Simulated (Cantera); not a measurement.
Input (Python, Cantera) and output of one run.

```python
import numpy as np
import cantera as ct

gas_names = """
    N NO NO2 NO3 N2 N2O O O2 O3 S SN SO SO2 SO3 S2 S2O S8
""".split()
cond_names = """
    S(cr1) S(cr2) S(L)
""".split()


# ... load() reads the species with a 1 bar reference pressure and builds the phases ...
atoms = {
    'SO2': {'S': 1, 'O': 2},
    'N2': {'N': 2},
}
top_T = {}  # K; cautious upper limits of use, not melting points


# ... equilibrate(T, P, feed) seeds the gas with the atoms and calls Mixture.equilibrate('TP', solver="vcs", rtol=1e-11, max_steps=5000) ...
results = []
feed = {'SO2': 1, 'N2': 0.3}  # mol
P = 78000  # Pa
for T in [2848, 2948, 3048, 3148, 3248, 3348, 3448, 3548]:
    mix = equilibrate(T, P, feed)
    results.append((T, P, feed, dict(zip(mix.species_names, mix.species_moles))))

top = {s: max(r[3][s] / sum(r[3][g] for g in gas_names) for r in results) for s in gas_names}
cols = sorted((s for s in top if top[s] > 0.001), key=lambda s: -top[s])[:7]
seen = [c for c in cond_names if any(r[3].get(c, 0) > 1e-12 for r in results)]
print("log10 of partial pressures in bar; condensed amounts in mol")
print(f"{'T/K':>10s}" + "".join(f"{s[:9]:>10s}" for s in cols + seen))
for T, P, feed, n in results:
    ng = sum(n[g] for g in gas_names)
    print(f"{T:10.4g}" + "".join(f"{np.log10(max(n[s] / ng * P / 1e5, 1e-99)):10.3f}" for s in cols)
          + "".join(f"{n.get(c, 0):10.4g}" for c in seen))
```

Output:

```
log10 of partial pressures in bar; condensed amounts in mol
       T/K       SO2        SO        N2         O        O2         S        NO
      2848    -0.324    -1.084    -0.784    -1.910    -1.451    -2.501    -2.132
      2948    -0.360    -0.981    -0.797    -1.701    -1.353    -2.274    -2.033
      3048    -0.406    -0.892    -0.813    -1.511    -1.271    -2.065    -1.948
      3148    -0.463    -0.818    -0.832    -1.338    -1.204    -1.872    -1.875
      3248    -0.533    -0.759    -0.855    -1.182    -1.154    -1.696    -1.814
      3348    -0.618    -0.716    -0.881    -1.041    -1.120    -1.536    -1.767
      3448    -0.720    -0.689    -0.910    -0.917    -1.104    -1.391    -1.732
      3548    -0.840    -0.680    -0.941    -0.808    -1.106    -1.261    -1.710
```

Cantera equilibrium calculation (NASA polynomials, part measured and part estimated; ideal gas, pure solids and liquids).
